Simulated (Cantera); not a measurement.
Charge: 1 mol FeS, 2.9 mol SO2, 0.095 mol O2, equilibrated at 0.0133 bar.

These are equilibrium values from Cantera (NASA tables, ideal gas, pure condensed phases), not measurements of a reactor. Candidate condensed phases: Fe, FeO, FeS, FeSO4, FeS2, Fe2O3, Fe2(SO4)3, Fe3O4, S; 12 gas species. The tables' stoichiometric FeO is somewhat more stable than real wüstite, so its field is too wide. FeO: taken at fixed stoichiometry. Kinetics and transport are ignored.

### Question
Which condensed phases are stable at each of these points (T (°C)): 1177, 1227, 1277, 1327, 1377, 1427, 1477, 1527, 1577?

### Answer
| T (°C) | condensed phases | Fe condensed (%) |
|---|---|---|
| 1177 | FeO(s) | 100.0 |
| 1227 | FeO(s) | 100.0 |
| 1277 | FeO(s) | 100.0 |
| 1327 | FeO(s) | 100.0 |
| 1377 | FeO(l) | 100.0 |
| 1427 | FeO(l) | 100.0 |
| 1477 | FeO(l) | 100.0 |
| 1527 | FeO(l) | 99.9 |
| 1577 | FeO(l) | 99.8 |

From 1177 °C to 1327 °C the condensed part is FeO(s). From 1377 °C to 1577 °C the condensed part is FeO(l).
